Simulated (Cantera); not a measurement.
Charge: 1 mol Hg, 0.022 mol O₂, 0.51 mol N₂, held at 627 °C and 1.30 bar.

Equilibrium computed with Cantera from the NASA thermochemical tables; the gas is ideal and each condensed phase is pure. Candidate condensed phases: Hg, HgO; 10 gas species. Equilibrium is a limit: real reactors are often held back by kinetics, nucleation or transport.

Base state: Hg 0.653, N₂ 0.333, O₂ 0.0144 (mole fractions); condensed: gas only.

What changes in the equilibrium state with this change: Hg replaced by PbO?


| species | before | after |
|---|---|---|
| N₂ | 0.333 | 0.959 |
| O₂ | 0.0144 | 0.0414 |
| Hg | 0.653 | 0 |
| PbO(yellow), mol | 0 | 1.00 |
Further candidate phases: Pb, PbO, PbO₂, Pb₃O₄.
